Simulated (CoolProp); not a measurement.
Vapour-liquid equilibrium of cyclohexane (1) + m-xylene (2) at 0.793 MPa; x and y are mole fractions of (1).

Model: multi-fluid Helmholtz-energy mixture model, Zhou 2014 and Zhou 2012; pair parameters Bell 2016, in CoolProp.

Q: Give the bubble temperature and the first vapour's composition at x = 0.5, 0.65, 0.95. Is there an azeotrope?

A: x = 0.5: 192.3 °C, y = 0.734; x = 0.65: 184.1 °C, y = 0.832; x = 0.95: 170.8 °C, y = 0.979. No azeotrope shows between x = 0.05 and 0.95.

The pair parameters rest on a limited set of measurements; away from them the model extrapolates.
